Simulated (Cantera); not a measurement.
A freely propagating, adiabatic, planar premixed flame of H2 : O2 : N2 = 1 : 0.294 : 0.912 (molar parts), equivalence ratio 1.7, unburnt at 300 K and 100000 Pa; mixture-averaged transport, grid criteria slope 0.08 and curve 0.16, no radiation.

Computed with Cantera and the H2/O2 subset of GRI-Mech 3.0, which has no nitrogen chemistry. Burning velocities carry a grid error of a few per cent, more on coarse grids.

Problem. What does this change do: H2 1 to 1.3 parts?

Solution. 
| quantity | before | after |
|---|---|---|
| laminar burning velocity | 370 cm/s | 341 cm/s |
| thermal thickness | 0.315 mm | 0.327 mm |
| peak x(H) | 0.0868 | 0.0766 |
| peak x(OH) | 0.00747 | 0.00289 |
| peak x(H2O2) | 0.000136 | 0.000110 |

Problem. What does this change do: H2 1 to 0.75 parts?

Solution. 
```tsv
quantity	before	after
laminar burning velocity	370 cm/s	349 cm/s
thermal thickness	0.315 mm	0.321 mm
peak x(H)	0.0868	0.0752
peak x(OH)	0.00747	0.0155
peak x(H2O2)	0.000136	0.000148
```
